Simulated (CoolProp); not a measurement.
Saturation properties of R125.

Model: reference Helmholtz-energy equation of state, Lemmon 2005, in CoolProp.

| T (K) | p (kPa) | liquid density (kg/m³) | vapour density (kg/m³) | surface tension (mN/m) | liquid viscosity (µPa s) | vapour viscosity (µPa s) |
|---|---|---|---|---|---|---|
| 225.6 | 104.0 | 1512 | 6.960 | 13.6 | 408 | 9.73 |
| 231.5 | 137.6 | 1490 | 9.058 | 12.7 | 372 | 9.99 |
| 237.5 | 179.8 | 1468 | 11.67 | 11.8 | 340 | 10.2 |
| 243.4 | 230.4 | 1445 | 14.78 | 11.0 | ___ | 10.5 |
| 249.3 | 291.4 | 1422 | 18.52 | 10.2 | 286 | 10.8 |
| 255.2 | 363.9 | 1398 | ___ | 9.34 | 263 | 11.0 |
| 261.1 | 449.5 | 1373 | 28.23 | 8.54 | 242 | 11.3 |
| 267 | 549.4 | 1348 | 34.44 | 7.74 | 222 | 11.6 |
| 272.9 | 665.2 | 1321 | 41.73 | 6.97 | ___ | 11.9 |
| 278.8 | 798.5 | ___ | 50.30 | 6.21 | ___ | 12.2 |
| 284.7 | 950.7 | 1264 | 60.37 | 5.47 | 173 | 12.5 |
| 290.6 | 1124 | 1232 | 72.21 | 4.75 | ___ | 12.9 |
| 296.5 | 1319 | 1199 | 86.20 | ___ | 145 | 13.4 |
| 302.4 | 1539 | ___ | 102.8 | 3.36 | 132 | 13.8 |
| 308.3 | 1785 | 1124 | 122.8 | 2.71 | 119 | 14.4 |

### Question
What belongs in the gaps?

### Answer

- 243.4, liquid viscosity (µPa s): 311
- 255.2, vapour density (kg/m³): 22.96
- 272.9, liquid viscosity (µPa s): 204
- 278.8, liquid density (kg/m³): 1293
- 278.8, liquid viscosity (µPa s): 188
- 290.6, liquid viscosity (µPa s): 158
- 296.5, surface tension (mN/m): 4.04
- 302.4, liquid density (kg/m³): 1163

It boils at 225.1 K under 1 atm.

Viscosity comes from a separate model (Huber 2006). Surface tension comes from a separate correlation (Mulero 2012).
